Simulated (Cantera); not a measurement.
Feed: 1 mol C2H4, 0.11 mol H2O, 0.42 mol H2, held at 3.40 bar.

These are equilibrium values from Cantera (NASA tables, ideal gas, pure condensed phases), not measurements of a reactor. Candidate condensed phases: C, C6H6, C7H8, C8H18, H2O; 110 gas species. Equilibrium is a limit: real reactors are often held back by kinetics, nucleation or transport.

log p: log10 of the partial pressure in bar; n: condensed amount in mol.

```json
[
 {"T (K)": "825", "log p H2": "0.15", "log p CH4": "0.25", "log p H2O": "-0.70", "log p CO": "-1.94", "n C(graphite)": "1.12"},
 {"T (K)": "975", "log p H2": "0.39", "log p CH4": "-0.12", "log p H2O": "-1.00", "log p CO": "-1.17", "n C(graphite)": "1.48"},
 {"T (K)": "1125", "log p H2": "0.48", "log p CH4": "…", "log p H2O": "…", "log p CO": "…", "n C(graphite)": "1.72"},
 {"T (K)": "1275", "log p H2": "0.50", "log p CH4": "…", "log p H2O": "…", "log p CO": "-0.85", "n C(graphite)": "1.82"},
 {"T (K)": "1425", "log p H2": "0.51", "log p CH4": "-1.41", "log p H2O": "-2.86", "log p CO": "-0.85", "n C(graphite)": "1.86"},
 {"T (K)": "1575", "log p H2": "0.51", "log p CH4": "-1.72", "log p H2O": "-3.33", "log p CO": "-0.85", "n C(graphite)": "1.88"},
 {"T (K)": "1725", "log p H2": "0.51", "log p CH4": "-1.98", "log p H2O": "-3.71", "log p CO": "-0.85", "n C(graphite)": "1.88"},
 {"T (K)": "1875", "log p H2": "0.51", "log p CH4": "-2.19", "log p H2O": "-4.04", "log p CO": "-0.85", "n C(graphite)": "1.88"}
]
```

Q: Fill in the missing entries.

A: 
- 1125, log p CH4: -0.59
- 1125, log p H2O: -1.61
- 1125, log p CO: -0.90
- 1275, log p CH4: -1.03
- 1275, log p H2O: -2.29
